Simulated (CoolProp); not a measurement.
The fluid at 298.15 K and 0.756 MPa flows at 1.1 m/s in a round tube of 50 mm bore and 0.25 µm roughness, fully developed (64/Re and Nu = 3.66 if laminar; Colebrook and Gnielinski if turbulent). The same conditions are run with several fluids, on thermodynamics alone (safety and materials aside).

Values from CoolProp's reference Helmholtz-energy equation of state of each fluid (R125: Lemmon 2005; R13: Platzer 1990; CF4 (R14): Platzer 1990; R507A: Lemmon 2003; R410A: Lemmon 2003). The equations of Platzer and Polt are older, rougher fits. Blends and air are pseudo-pure fits.

### Question
Rank R125, R13, CF4 (R14), R507A, R410A by Reynolds number, highest first.

### Answer
R125 (176000), R507A (154000), R13 (130000), R410A (104000), CF4 (R14) (86300)

| fluid | Darcy friction factor | pressure drop (Pa/m) | heat-transfer coefficient (W/(m² K)) | mass flow (kg/h) |
|---|---|---|---|---|
| R125 | 0.0161 | 8.14 | 88.1 | 325 |
| R13 | 0.0171 | 7.09 | 60.3 | 267 |
| CF4 (R14) | 0.0186 | 6.21 | 55.0 | 215 |
| R507A | 0.0165 | 6.96 | 82.8 | 271 |
| R410A | 0.0179 | 5.35 | 60.7 | 192 |

Transport values come from each fluid's own correlations; those of R13, CF4 (R14) are estimates that may be off by 10 % or more.
